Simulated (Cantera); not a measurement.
A Cantera script and what it prints.

```python
import numpy as np
import cantera as ct

gas_names = """
    H2O H2 NO2
""".split()
cond_names = """
    ZrN(s) ZrN(L) ZrO2(a) ZrO2(b) ZrO2(L)
""".split()


# ... load() reads the species with a 1 bar reference pressure and builds the phases ...
species = {s.name: s for s in load("nasa_gas.yaml", gas_names) + load("nasa_condensed.yaml", cond_names)}
# Each term lists the table entries of one substance; the one whose range holds T is used.
reactions = {
    '4 H2O(g) + ZrN = ZrO2 + 4 H2(g) + NO2(g)':
        [(-4, ['H2O']), (-1, ['ZrN(s)', 'ZrN(L)']), (1, ['ZrO2(a)', 'ZrO2(b)', 'ZrO2(L)']), (4, ['H2']), (1, ['NO2'])],
}


def pick(names, T):
    return next(species[n] for n in names if species[n].thermo.min_temp <= T <= species[n].thermo.max_temp)


results = []
for label, terms in reactions.items():
    print(label)
    print("     T/K   dH/kJ  dS/(J/K)   dG/kJ   log10 K")
    for T in [2225, 2275, 2325, 2375, 2425, 2475, 2525, 2575, 2625, 2675, 2725]:
        used = [(nu, pick(names, T)) for nu, names in terms]
        dH = sum(nu * s.thermo.h(T) for nu, s in used) / 1e6
        dS = sum(nu * s.thermo.s(T) for nu, s in used) / 1e3
        dG = dH - T * dS / 1e3
        logK = -dG * 1e6 / (ct.gas_constant * T * np.log(10))
        results.append((label, T, dH, dS, dG, logK, [s.name for _, s in used]))
        print(f"{T:8g} {dH:8.1f} {dS:8.1f} {dG:8.1f} {logK:8.2f}")
```

Result:

```
4 H2O(g) + ZrN = ZrO2 + 4 H2(g) + NO2(g)
     T/K   dH/kJ  dS/(J/K)   dG/kJ   log10 K
    2225    318.2     81.8    136.2    -3.20
    2275    318.1     81.7    132.2    -3.03
    2325    318.0     81.7    128.1    -2.88
    2375    317.8     81.6    124.0    -2.73
    2425    317.6     81.5    119.9    -2.58
    2475    317.3     81.4    115.8    -2.44
    2525    317.0     81.3    111.8    -2.31
    2575    316.7     81.2    107.7    -2.18
    2625    316.4     81.0    103.6    -2.06
    2675    316.0     80.9     99.6    -1.94
    2725    315.6     80.7     95.6    -1.83
```

Cantera with NASA thermochemical tables; ideal gases at 1 bar, condensed phases pure. ZrN: taken at fixed stoichiometry. Condensed species are held in their standard states even where they would react or evaporate.
